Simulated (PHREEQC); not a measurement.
**Brine (model solution)**

Dissolve 2.5 mol/kgw NaCl, 1.4 mol/kgw Na2SO4 and 0.0019 mol/kgw H4SiO4 at 20 °C. Closed to the air; pH follows from the charge balance.

Equilibrium calculation in PHREEQC: Pitzer model, pitzer.dat.

No solid was allowed to form.

### Question
Estimate the pH, activity of water, density.

### Answer
pH 6.19; activity of water 0.854; density 1.227 g/cm³.

Examples of supersaturated solids here: SiO2(a), Mirabilite. Others may be too. Species that the database lacks are ignored. In brines, pH and single-ion activities rest on the MacInnes convention.
